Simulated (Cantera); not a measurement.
A closed system holds: 1 mol SiF4, 35 mol NH3, at 75.0 Torr.

Cantera equilibrium calculation (NASA polynomials, part measured and part estimated; ideal gas, pure solids and liquids). Candidate condensed phases: Si, Si3N4; 37 gas species. The tables' values for SiF3, SiF2 are old estimates; treat these amounts as uncertain. Kinetics and transport are ignored.

log p: log10 of the partial pressure in bar; n: condensed amount in mol.

| T (K) | log p H2 | log p N2 | log p SiF4 | log p HF | log p SiF3 | n Si3N4(s) |
|---|---|---|---|---|---|---|
| 1025 | -1.13 | -1.61 | -2.86 | -4.34 | -6.64 | 0.00230 |
| 1075 | -1.13 | -1.61 | -2.86 | -4.18 | -6.20 | 0.00328 |
| 1125 | -1.13 | -1.61 | -2.86 | ___ | -5.80 | ___ |
| 1175 | -1.13 | -1.61 | -2.87 | -3.90 | -5.44 | 0.00601 |
| 1225 | -1.13 | -1.61 | -2.87 | -3.78 | -5.10 | 0.00772 |
| 1275 | -1.13 | -1.61 | -2.88 | ___ | -4.80 | ___ |
| 1325 | -1.13 | -1.61 | -2.89 | -3.57 | -4.52 | 0.0114 |
| 1375 | -1.13 | -1.61 | -2.90 | -3.48 | -4.27 | 0.0130 |
| 1425 | -1.13 | -1.61 | -2.92 | -3.40 | -4.04 | 0.0140 |
| 1475 | -1.13 | -1.61 | -2.95 | -3.32 | -3.83 | 0.0137 |
| 1525 | -1.13 | -1.61 | -2.99 | -3.26 | -3.65 | 0.0114 |

Complete the blanks.


- 1125, log p HF: -4.03
- 1125, n Si3N4(s): 0.00452
- 1275, log p HF: -3.67
- 1275, n Si3N4(s): 0.00958
